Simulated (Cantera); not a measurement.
Input: 1 mol SiH4, 0.22 mol HCl, 15 mol H2, equilibrated at 42.0 Torr.

Equilibrium computed with Cantera from the NASA thermochemical tables; the gas is ideal and each condensed phase is pure. Candidate condensed phases: Si; 19 gas species. Rates play no part.

### Question
At 1325 °C, list the 4 most abundant gas species with their mole fractions, and the condensed phases.

### Answer
H2 0.987, HCl 0.0118, SiCl2 0.000485, H 0.000224. Condensed: Si(s).
